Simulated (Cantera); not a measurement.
A closed system holds: 1 mol C₆H₆, 0.75 mol H₂O, 22 mol H₂, 0.023 mol NH₃, equilibrated at 1050 Torr.

Equilibrium computed with Cantera from the NASA thermochemical tables; the gas is ideal and each condensed phase is pure. Candidate condensed phases: C, C₆H₆, C₇H₈, C₈H₁₈, H₂O; 136 gas species. Equilibrium is a limit: real reactors are often held back by kinetics, nucleation or transport.

Over these rows the condensed part is C(graphite). Partial pressures as log10 of bar:

```csv
T (K),1000/T (1/K),log p C₂H₂ (acetylene),log p H₂,log p CO,log p CH₄
1048,0.9542,-8.30,0.10,-1.47,-1.03
1148,0.8711,?,0.12,-1.42,-1.38
1248,0.8013,-6.49,0.13,-1.41,-1.70
1348,0.7418,-5.79,0.13,-1.40,-1.97
1448,0.6906,-5.19,0.13,-1.40,-2.21
1548,0.6460,-4.67,0.13,-1.40,-2.42
```

**Question.** Fit log p(C₂H₂ (acetylene)) = a + b·(1000/T) to the five rows, give the apparent enthalpy, and predict the row at 1148 K.

**Answer.** Means: 1000/T = 0.7668, log p = -6.088. Sxy = -0.675570, Sxx = 0.0573331, so b = -11.78 and a = -6.088 − (-11.78)×0.7668 = 2.94.
Apparent enthalpy: −19.145 × (-11.78) = 226 kJ/mol. With the condensed phases at unit activity, 2 C(graphite) + H₂(g) = C₂H₂ (acetylene)(g) links this pressure to the main gases: over the six rows their terms move log p by +0.03 in all, so the slope is close to that reaction's ΔH°. The five rows lie within 0.01 of the line.
Prediction at 1148 K: 2.94 + (-11.78)×0.8711 = -7.32. The computed value is -7.31, 0.01 from the line.
